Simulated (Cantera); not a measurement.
A perfectly stirred reactor is fed with CH4 : O2 : N2 = 1 : 4.26 : 16 (molar parts), equivalence ratio 0.47, at 0.310 bar; it is adiabatic with a 498 K inlet, and is followed from long to short residence time, starting on the burning branch (τ in s: 0.43, 0.21, 0.1, 0.049, 0.024, 0.012, 0.0057, 0.0028, 0.0013, 0.00065, 0.00032, 0.00015, 7.5e-05).

Computed with Cantera and GRI-Mech 3.0 (53 species, 325 reactions).

### Question
Predict: blow-out, bracketed by the residence times tried; x(CH4) at τ = 0.430 s; x(O2) at τ = 0.430 s; x(CO) at τ = 0.430 s; x(CH4) at τ = 5.70 ms; x(O2) at τ = 5.70 ms; x(CH2CO) at τ = 5.70 ms; x(CO) at τ = 5.70 ms.

### Answer
```
Item                                                                            Value
------------------------------------------------  -----------------------------------
blow-out, bracketed by the residence times tried  burning at 1.30 ms, out at 0.650 ms
x(CH4) at τ = 0.430 s                                                         1.02e-5
x(O2) at τ = 0.430 s                                                            0.106
x(CO) at τ = 0.430 s                                                         0.000230
x(CH4) at τ = 5.70 ms                                                        0.000172
x(O2) at τ = 5.70 ms                                                            0.107
x(CH2CO) at τ = 5.70 ms                                                       1.12e-8
x(CO) at τ = 5.70 ms                                                          0.00413
```
